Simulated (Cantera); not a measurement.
Cantera run, input and output.

```python
import numpy as np
import cantera as ct

gas = ct.Solution("gri30.yaml")


def delay(T, t_max=10):
    gas.TPX = T, 101325, {'CH4': 1, 'O2': 1.67, 'N2': 6.27}
    reactor = ct.IdealGasReactor(gas, clone=False)
    net = ct.ReactorNet([reactor])
    net.rtol, net.atol = 1e-8, 1e-16
    while net.time < t_max:
        t_old, T_old = net.time, reactor.T
        net.step()
        if reactor.T > T + 400:  # ignition: a rise of 400 K
            return t_old + (T + 400 - T_old) / (reactor.T - T_old) * (net.time - t_old)
    return np.nan


taus = []
for T in [1150, 1225, 1300, 1375, 1450, 1525]:
    taus.append(delay(T))
    print(f"T0 = {T:6g} K   tau = {taus[-1]:.4e} s")
```

Output:

```
T0 =   1150 K   tau = 9.9409e-02 s
T0 =   1225 K   tau = 3.3272e-02 s
T0 =   1300 K   tau = 1.2078e-02 s
T0 =   1375 K   tau = 4.7246e-03 s
T0 =   1450 K   tau = 1.9943e-03 s
T0 =   1525 K   tau = 9.1455e-04 s
```

Cantera simulation using GRI-Mech 3.0 (53 species, 325 reactions); the numbers are that mechanism's predictions, not measurements.
